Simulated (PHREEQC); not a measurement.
Solution (65 °C): 1.3 mol HNO3 and 0.00025 mol AlCl3 per kg of water. Closed to the air; pH follows from the charge balance.

All values are PHREEQC results (ion-association model, phreeqc.dat), not measurements.

Each row changes one thing in this solution. Precipitation was switched off in this run.

| case | pH | ionic strength (mol/kgw) | AlOH+2 (mol/kgw) | SI of Gibbsite (Al(OH)3) |
|---|---|---|---|---|
| as made | 0.03 | 1.30 | 9.84e-9 | -10.99 |
| HNO3 replaced by LiNO3 at the same molality | … | 1.30 | 6.90e-5 | +0.95 |
| temperature from 65 to 20 °C | 0.02 | 1.30 | 6.69e-10 | -13.19 |
| diluted 100-fold with water | 1.93 | … | 1.43e-8 | -6.36 |
| HNO3 left out | 3.79 | … | … | … |

Problem. Some entries are withheld; supply them.

Solution. 
- HNO3 replaced by LiNO3 at the same molality, pH: 4.08
- diluted 100-fold with water, ionic strength (mol/kgw): 0.0130
- HNO3 left out, ionic strength (mol/kgw): 0.00121
- HNO3 left out, AlOH+2 (mol/kgw): 7.19e-5
- HNO3 left out, SI of Gibbsite (Al(OH)3): +1.19

The ionic strength passes 0.7 mol/kgw, the rough limit of the ion-association models, in as made; HNO3 replaced by LiNO3 at the same molality; temperature from 65 to 20 °C. Some of these states are supersaturated (in Gibbsite (slow to form), for instance). Away from 25 °C the constants follow the database's enthalpies or fits; those with neither stay at their 25 °C values.
